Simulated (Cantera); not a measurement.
A closed system holds: 1 mol Si3N4, 4.2 mol HF, 12 mol F2, at 1400 K and 3000 Pa.

Cantera equilibrium calculation (NASA polynomials, part measured and part estimated; ideal gas, pure solids and liquids). Candidate condensed phases: Si, Si3N4; 37 gas species. Equilibrium is a limit: real reactors are often held back by kinetics, nucleation or transport.

Base state: F 0.561, HF 0.199, SiF4 0.142, N2 0.0947, F2 0.00331 (mole fractions); condensed: gas only.

### Question
What changes in the equilibrium state with this change: F2 from 12 to 1.2 mol?

### Answer
```
species         before     after
-------------  -------  --------
H2               <1e-9     0.425
SiF4             0.142     0.322
N2              0.0947     0.227
F                0.561     <1e-9
HF               0.199   0.00684
SiF3             <1e-9    0.0137
SiHF3            <1e-9   0.00455
F2             0.00331     <1e-9
SiF2             <1e-9  0.000400
SiH2F2           <1e-9   2.98e-5
Si3N4(s), mol        0     0.445
```
The tables' values for SiF3, SiF2 are old estimates; treat these amounts as uncertain.

### Question
What changes in the equilibrium state with this change: F2 from 12 to 1.1 mol?

### Answer
```tsv
species	before	after
H2	<1e-9	0.432
SiF4	0.142	0.318
N2	0.0947	0.224
F	0.561	<1e-9
HF	0.199	0.00686
SiF3	<1e-9	0.0136
SiHF3	<1e-9	0.00455
F2	0.00331	<1e-9
SiF2	<1e-9	0.000399
Si3N4(s), mol	0	0.462
```
The tables' values for SiF3, SiF2 are old estimates; treat these amounts as uncertain.
